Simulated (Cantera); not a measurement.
A Cantera script and its output.

```python
import numpy as np
import cantera as ct

gas = ct.Solution("gri30.yaml")
gas.TPX = 425, 20000, {'CH4': 1, 'O2': 5, 'N2': 18.8, 'H2O': 1.9, 'H2': 0.098}
inlet = ct.Reservoir(gas, clone=True)
gas.equilibrate("HP")  # start burning
reactor = ct.IdealGasConstPressureReactor(gas, energy="on", clone=False)
exhaust = ct.Reservoir(gas, clone=True)
tau = [0.33, 0.11, 0.038, 0.013, 0.0045, 0.0015, 0.00052, 0.00018, 6.1e-05][0]
for a, b in ((inlet, reactor), (reactor, exhaust)):
    ct.MassFlowController(a, b, mdot=lambda t: reactor.mass / tau)
net = ct.ReactorNet([reactor])
show = ['CH4', 'O2', 'H2O', 'N2O', 'OH', 'NO', 'CH3']

rows = []
print(f"{'tau/s':>10s}{'T/K':>9s}" + "".join(f"{s:>11s}" for s in show))
for tau in [0.33, 0.11, 0.038, 0.013, 0.0045, 0.0015, 0.00052, 0.00018, 6.1e-05]:
    net.initial_time = 0.0
    net.advance(30 * tau)
    before = gas.X
    net.advance(40 * tau)
    drift = np.max(np.abs(gas.X - before) / (gas.X + 1e-9))
    rows.append([gas.T, *gas[show].X, drift])
    print(f"{tau:10.3e}{gas.T:9.1f}" + "".join(f"{x:11.3e}" for x in gas[show].X))
```

Output:

```
     tau/s      T/K        CH4         O2        H2O        N2O         OH         NO        CH3
 3.300e-01   1324.3  3.742e-05  1.104e-01  1.490e-01  2.133e-07  4.860e-04  2.245e-07  3.114e-06
 1.100e-01   1317.2  7.723e-05  1.107e-01  1.486e-01  1.675e-07  6.648e-04  1.764e-07  5.604e-06
 3.800e-02   1303.1  1.612e-04  1.112e-01  1.479e-01  1.242e-07  8.628e-04  1.690e-07  1.000e-05
 1.300e-02   1272.5  3.804e-04  1.128e-01  1.466e-01  8.296e-08  1.010e-03  1.643e-07  1.947e-05
 4.500e-03    425.0  3.732e-02  1.866e-01  7.090e-02 -9.205e-21 -1.931e-27 -5.641e-21 -8.166e-20
 1.500e-03    425.0  3.732e-02  1.866e-01  7.090e-02 -5.443e-22 -1.285e-28 -3.336e-22 -4.828e-21
 5.200e-04    425.0  3.732e-02  1.866e-01  7.090e-02 -9.440e-25 -2.183e-31 -5.786e-25 -8.356e-24
 1.800e-04    425.0  3.732e-02  1.866e-01  7.090e-02 -5.963e-26 -1.038e-32 -3.655e-26 -5.224e-25
 6.100e-05    425.0  3.732e-02  1.866e-01  7.090e-02 -3.767e-27  1.144e-33 -2.308e-27 -3.117e-26
```

Cantera simulation using GRI-Mech 3.0 (53 species, 325 reactions); the numbers are that mechanism's predictions, not measurements.
